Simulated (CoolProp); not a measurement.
The fluid at 298.15 K and 4.27 MPa flows at 0.15 m/s in a round tube of 6 mm bore and 0.25 µm roughness, fully developed (64/Re and Nu = 3.66 if laminar; Colebrook and Gnielinski if turbulent). The same conditions are run with several fluids, on thermodynamics alone (safety and materials aside).

Values from CoolProp's reference Helmholtz-energy equation of state of each fluid (methanol: de Reuck 1993; R143a: Lemmon and Jacobsen 2000; n-octane: Beckmüller 2019; toluene: Lemmon 2006).

### Question
Rank methanol, R143a, n-octane, toluene by Reynolds number, highest first.

### Answer
R143a (7240), toluene (1360), methanol (1280), n-octane (1180)

```json
[
 {"fluid": "methanol", "Darcy friction factor": "0.0502", "pressure drop (Pa/m)": "74.4", "heat-transfer coefficient (W/(m² K))": "123", "mass flow (kg/h)": "12.1"},
 {"fluid": "R143a", "Darcy friction factor": "0.0338", "pressure drop (Pa/m)": "60.6", "heat-transfer coefficient (W/(m² K))": "481", "mass flow (kg/h)": "14.6"},
 {"fluid": "n-octane", "Darcy friction factor": "0.0541", "pressure drop (Pa/m)": "71.2", "heat-transfer coefficient (W/(m² K))": "77.1", "mass flow (kg/h)": "10.7"},
 {"fluid": "toluene", "Darcy friction factor": "0.0470", "pressure drop (Pa/m)": "76.3", "heat-transfer coefficient (W/(m² K))": "80.4", "mass flow (kg/h)": "13.2"}
]
```

Transport values come from each fluid's own correlations; those of R143a are estimates that may be off by 10 % or more.
